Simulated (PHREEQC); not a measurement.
## Polishing slurry liquid: speciation

Consider water at 80 °C with 0.12 mol TMAH, 0.00068 mol H4SiO4 and 0.0023 mol KH2PO4 per kg of water. Closed to the air; pH follows from the charge balance.

Model: ion-association model, phreeqc.dat, run in PHREEQC.

| Property | Result |
|---|---|
| pH | 11.51 |
| ionic strength | 0.128 mol/kgw |
| total alkalinity | 120 meq/kg |

```csv
species,molality,activity,log γ
(CH3)4N+,0.120,0.0874,-0.138
OH-,0.115,0.0828,-0.144
K+,0.00230,0.00166,-0.142
PO4-3,0.00153,8.80e-5,-1.239
HPO4-2,0.000773,0.000239,-0.509
H3SiO4-,0.000407,0.000297,-0.138
H2SiO4-2,0.000271,8.68e-5,-0.494
H4SiO4,1.53e-6,1.57e-6,0.013
KHPO4-,1.03e-6,7.74e-7,-0.124
H2PO4-,1.23e-8,9.21e-9,-0.124
O2,2.11e-9,2.18e-9,0.013
```

This is a speciation only: nothing precipitates in the calculation. (CH3)4N+ isn't in the database: it is added as a free cation with an ion size of 4 Å. Away from 25 °C the constants follow the database's enthalpies or fits; those with neither stay at their 25 °C values.
